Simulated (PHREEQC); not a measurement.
# Hard or scaling water: an equilibrium model

Solution (25 °C): 0.015 mol/kgw MgCl2, 0.00036 mol/kgw CO2 and 0.11 mol/kgw KCl. Closed to the air; pH follows from the charge balance.

Equilibrium calculation in PHREEQC: ion-association model, wateq4f.dat.

This is a speciation only: nothing precipitates in the calculation.

Problem. What pH does the model give?

Solution. pH 4.88.

Problem. In which forms is C present?

Solution. CO2 95 %, HCO3- 4.3 % of the C.
